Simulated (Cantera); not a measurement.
Halide evaporation, hydrolysis and transport: PbF₂ + H₂

Input: 1 mol PbF₂, 1.4 mol H₂, at 2025 K.

Cantera equilibrium calculation (NASA polynomials, part measured and part estimated; ideal gas, pure solids and liquids). Candidate condensed phases: Pb, PbF₂; 16 gas species. Equilibrium is a limit: real reactors are often held back by kinetics, nucleation or transport.

```csv
P (Pa),log p HF,log p Pb,log p H,log p H₂,log p PbF,log p F,log p PbF₂
0.100,-6.28,-6.58,-6.71,-7.99,-10.51,-8.35,-13.88
0.460,-5.60,-5.90,-6.14,-6.85,-9.73,-8.24,-12.99
2.20,-4.91,-5.21,-5.65,-5.87,-8.84,-8.03,-11.90
10,-4.24,-4.54,-5.25,-5.06,-7.90,-7.77,-10.70
46,-3.57,-3.88,-4.88,-4.33,-6.93,-7.47,-9.43
220,-2.89,-3.19,-4.52,-3.61,-5.93,-7.14,-8.09
1000,-2.23,-2.53,-4.19,-2.94,-4.95,-6.82,-6.79
4600,-1.57,-1.87,-3.85,-2.27,-3.96,-6.49,-5.48
22000,-0.89,-1.20,-3.50,-1.58,-2.95,-6.16,-4.13
100000,-0.24,-0.55,-3.17,-0.90,-1.98,-5.84,-2.85
```
log p: log10 of the partial pressure in bar; nothing condenses.

From 1.00e-6 bar to 1.00 bar nothing is condensed. The main Pb-bearing gas is Pb throughout.
